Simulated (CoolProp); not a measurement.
Values from CoolProp's reference Helmholtz-energy equation of state, Thol 2019.

Question: For n-hexane, give the phase and the Joule-Thomson coefficient (K/MPa), Prandtl number at 431.9 K and 1.01 bar; 533 K and 1.01 bar.

Answer: 
- 431.9 K and 1.01 bar: gas; Joule-Thomson coefficient 13.2, Prandtl number 0.761
- 533 K and 1.01 bar: gas; Joule-Thomson coefficient 6.64, Prandtl number 0.745

Viscosity comes from a separate model (Michailidou 2013). Thermal conductivity comes from a separate model (Assael 2013).
